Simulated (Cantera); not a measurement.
Input (Python, Cantera) and output of one run.

```python
import numpy as np
import cantera as ct

gas_names = [...]  # 109 gases of nasa_gas.yaml made of C, Cl, H, Si
cond_names = """
    C(gr) C6H6(L) C7H8(L) C8H18(L),n-octa Si(cr) Si(L) SiC(b)
""".split()


# ... load() reads the species with a 1 bar reference pressure and builds the phases ...
atoms = {
    'CH3SiCl3': {'C': 1, 'H': 3, 'Si': 1, 'CL': 3},
    'CH4': {'C': 1, 'H': 4},
    'H2': {'H': 2},
}
top_T = {'C(gr)': 4500, 'SiC(b)': 3050}  # K; cautious upper limits of use, not melting points


# ... equilibrate(T, P, feed) seeds the gas with the atoms and calls Mixture.equilibrate('TP', solver="vcs", rtol=1e-11, max_steps=5000) ...
results = []
T = 2073  # K
P = 7500  # Pa
for m in [3.3, 4.2, 5.3, 6.7, 8.6, 11, 14, 17, 22, 28, 36, 45]:
    feed = {'CH3SiCl3': 1, 'CH4': 0.26, 'H2': m}  # mol
    mix = equilibrate(T, P, feed)
    results.append((T, P, feed, dict(zip(mix.species_names, mix.species_moles))))

top = {s: max(r[3][s] / sum(r[3][g] for g in gas_names) for r in results) for s in gas_names}
cols = sorted((s for s in top if top[s] > 0.0001), key=lambda s: -top[s])[:7]
seen = [c for c in cond_names if any(r[3].get(c, 0) > 1e-12 for r in results)]
print("log10 of partial pressures in bar; condensed amounts in mol")
print(f"{'n(H2)':>10s}" + "".join(f"{s[:9]:>10s}" for s in cols + seen))
for T, P, feed, n in results:
    ng = sum(n[g] for g in gas_names)
    print(f"{feed['H2']:10.4g}" + "".join(f"{np.log10(max(n[s] / ng * P / 1e5, 1e-99)):10.3f}" for s in cols)
          + "".join(f"{n.get(c, 0):10.4g}" for c in seen))
```

It prints:

```
log10 of partial pressures in bar; condensed amounts in mol
     n(H2)        H2       HCL     SiCL2         H        CL C2H2,acet     SiCL3     C(gr)    SiC(b)
       3.3    -1.354    -1.566    -2.584    -3.257    -3.601    -4.265    -4.219    0.4966    0.7532
       4.2    -1.324    -1.609    -2.698    -3.242    -3.659    -4.235    -4.391    0.4621    0.7856
       5.3    -1.296    -1.656    -2.821    -3.228    -3.720    -4.208    -4.575    0.4298    0.8152
       6.7    -1.271    -1.711    -2.955    -3.216    -3.787    -4.183    -4.777    0.3989    0.8428
       8.6    -1.247    -1.776    -3.110    -3.204    -3.865    -4.159    -5.009     0.368     0.869
        11    -1.226    -1.847    -3.273    -3.193    -3.946    -4.138    -5.254    0.3395    0.8916
        14    -1.209    -1.923    -3.442    -3.184    -4.030    -4.120    -5.506    0.3133    0.9103
        17    -1.197    -1.987    -3.583    -3.178    -4.101    -4.108    -5.718     0.293    0.9232
        22    -1.183    -2.077    -3.777    -3.171    -4.198    -4.095    -6.009    0.2664    0.9374
        28    -1.172    -2.166    -3.964    -3.166    -4.291    -4.084    -6.289     0.241     0.948
        36    -1.164    -2.261    -4.163    -3.162    -4.391    -4.075    -6.588    0.2125    0.9566
        45    -1.157    -2.348    -4.343    -3.159    -4.481    -4.069    -6.859    0.1844    0.9623
```

Method: chemical equilibrium by Gibbs-energy minimisation in Cantera with the NASA 1993 tables (ideal gas, pure condensed phases). The feed counts by its element totals alone. The tables' values for SiCl3, SiCl are old estimates; treat these amounts as uncertain. Gases not in the tables: Si2H6 and higher silanes.
